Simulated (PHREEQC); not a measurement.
A solution holds 21 mmol/kgw H2S and 3.1 mmol/kgw (NH4)2HPO4, at 78 °C. Closed to the air; pH follows from the charge balance.

The numbers come from PHREEQC with the ion-association model, wateq4f.dat.

Each row changes one thing in this solution. Precipitation was switched off in this run.

```tsv
case	pH	ionic strength (mol/kgw)	H2S (mol/kgw)	HS- (mol/kgw)	NH3 (mol/kgw)
as made	5.71	0.00632	0.0181	0.00291	3.85e-5
0.0056 mol/kgw Na3PO4 added	6.54	0.0254	0.00967	0.0113	0.000232
diluted 10-fold with water	5.74	0.000632	0.00181	0.000293	4.41e-6
H2S from 0.021 to 0.0021 mol/kgw	6.80	0.00701	0.000699	0.00140	0.000444
H2S from 0.021 to 0.0105 mol/kgw	6.04	0.00644	0.00780	0.00270	8.21e-5
(NH4)2HPO4 from 0.0031 to 0.00031 mol/kgw	4.73	0.000640	0.0207	0.000329	4.35e-7
diluted 5-fold with water	5.74	0.00126	0.00362	0.000584	8.57e-6
(NH4)2HPO4 replaced by NH3 at the same molality	5.75	0.00308	0.0179	0.00308	2.17e-5
0.0099 mol/kgw TMAH added	6.58	0.0168	0.00925	0.0118	0.000264
```

Complexes and solids missing from the database can't appear. H3PO4, which wateq4f.dat lacks, is added to it with the constant of phreeqc.dat. Constants without temperature data keep their 25 °C values here. The polysulfide entries of wateq4f.dat were taken out for this run.
